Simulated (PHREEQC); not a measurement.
## Nickel, zinc or cadmium bath (model solution)

Solution (20 °C): 0.067 mol/kgw ZnCl2, 0.0054 mol/kgw H3BO3 and 0.00069 mol/kgw MnSO4. Closed to the air; pH follows from the charge balance.

Model: ion-association model, phreeqc.dat, run in PHREEQC.

Precipitation was switched off in this run.

**Question.** Predict the pH.

**Answer.** pH 5.11.

**Question.** In which forms is Zn present?

**Answer.** Zn+2 91 %, ZnCl+ 7.6 %, ZnSO4 0.6 %, ZnCl2 0.5 % of the Zn.
